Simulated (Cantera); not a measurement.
Gas mixture: 100 % O₂, at 0.0133 bar, frozen composition.

Cantera's kinetic-theory transport with the Lennard-Jones parameters of GRI-Mech 3.0, ideal gas; thermal conductivity in the multicomponent form.

One state of this run: ρ (kg/m³) = 0.00855; cp (J/kg/K) = 1003; μ (µPa s) = 34.1; λ (mW/m/K) = 48.1; Pr = 0.710; D (cm²/s) H₂ = 198; D (cm²/s) OH = 80.7; D (cm²/s) C₂H₂ = 43.4. D: mixture-averaged diffusion coefficient of that species in the mixture.

Problem. Which value of T (K) does it belong to?
A. 700
B. 400
C. 900
D. 600

Solution. D, 600
